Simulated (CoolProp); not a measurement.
Dodecamethylcyclohexasiloxane (D6) along the isotherm 314.35 °C: Z from the reference equation and from simpler models built on Tc = 372.6 °C, pc = 961.4 kPa, ω = 0.736; each cubic takes its own stable root.

Model: reference Helmholtz-energy equation of state, Colonna 2008, in CoolProp. It is a short technical equation, of lower accuracy than the large ones.

```json
[
 {"p (kPa)": "200", "phase": "gas", "reference": "0.8721"},
 {"p (kPa)": "401", "phase": "liquid", "reference": "0.06262"},
 {"p (kPa)": "601", "phase": "liquid", "reference": "0.09284"},
 {"p (kPa)": "801", "phase": "liquid", "reference": "0.1225"},
 {"p (kPa)": "1000", "phase": "liquid", "reference": "0.1516"},
 {"p (kPa)": "1200", "phase": "liquid", "reference": "0.1805"},
 {"p (kPa)": "1400", "phase": "liquid", "reference": "0.2090"},
 {"p (kPa)": "1600", "phase": "liquid", "reference": "0.2372"},
 {"p (kPa)": "1800", "phase": "liquid", "reference": "0.2650"},
 {"p (kPa)": "2000", "phase": "liquid", "reference": "0.2927"},
 {"p (kPa)": "2200", "phase": "liquid", "reference": "0.3200"},
 {"p (kPa)": "2400", "phase": "liquid", "reference": "0.3472"}
]
```

Task: How far does each simpler model (van der Waals, Soave-Redlich-Kwong) lie from the reference over these 12 states: mean and median of the absolute difference, and the worst?

Result: 
- van der Waals: mean 193.6 %, median 54.1 %, worst +1201.0 % at 314.35 °C and 401 kPa
- Soave-Redlich-Kwong: mean 7.7 %, median 7.7 %, worst +11.1 % at 314.35 °C and 401 kPa

At some of these states van der Waals gives the other phase, because its saturation line lies elsewhere.
